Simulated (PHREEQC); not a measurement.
A solution holds 4.5 mmol/kgw KOH, 0.0002 mmol/kgw H4SiO4 and 0.089 mmol/kgw K3PO4, at 35 °C. It is in equilibrium with CO2 at log p = -2 (atm). Otherwise closed; pH follows from the charge balance.

All values are PHREEQC results (ion-association model, phreeqc.dat), not measurements.

The ionic strength comes out as 0.00484 mol/kgw. What activity coefficients do K+, HPO4-2, H2PO4-, CO3-2, HCO3- get?

K+ 0.93, HPO4-2 0.74, H2PO4- 0.93, CO3-2 0.74, HCO3- 0.93.

This is a speciation only: nothing precipitates in the calculation.
